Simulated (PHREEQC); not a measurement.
A solution holds 0.13 mol HCl, 0.38 mol FeSO4 and 0.021 mol NiSO4 per kg of water, at 25 °C. Closed to the air; pH follows from the charge balance.

All values are PHREEQC results (ion-association model, wateq4f.dat), not measurements.

This is a speciation only: nothing precipitates in the calculation.

Question: Estimate the pH, ionic strength, activity of water.

Answer: pH 1.70; ionic strength 0.818 mol/kgw; activity of water 0.987.

Question: In which forms is Ni present?

Answer: NiSO4 54 %, Ni+2 42 %, NiCl+ 3.5 %, NiCl2 0.6 % of the Ni.

Caution: at this ionic strength the ion-association model is outside its range; a Pitzer model would be the better tool where its parameters exist. Complexes and solids missing from the database can't appear.
